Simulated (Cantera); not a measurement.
## Thermodynamics of silicon nitride deposition, feed SiH₂Cl₂ + N₂

Feed: 1 mol SiH₂Cl₂, 0.99 mol N₂, held at 1027 °C and 0.350 bar.

Method: chemical equilibrium by Gibbs-energy minimisation in Cantera with the NASA 1993 tables (ideal gas, pure condensed phases). Candidate condensed phases: NH₄Cl, Si, Si₃N₄; 28 gas species. N₂ is the only nitrogen source here; it is nearly inert below about 1500 K, so the nitride shown seldom forms there in practice. The tables' values for SiCl₃ are old estimates; treat these amounts as uncertain. The numbers say what is thermodynamically allowed, not how fast it happens.

```
Property                              Value
--------------------------------  ---------
x(HCl)                                0.411
x(H₂)                                 0.240
x(N₂)                                 0.226
x(SiCl₄)                              0.115
x(SiCl₃)                            0.00353
x(SiHCl₃)                           0.00307
x(SiCl₂)                           0.000640
x(SiH₂Cl₂)                          1.15e-5
x(NH₃)                              2.43e-6
n(Si₃N₄(s))                       0.242 mol
gas amount                        2.237 mol
log10 activity of Si(s) (absent)      -3.47
```
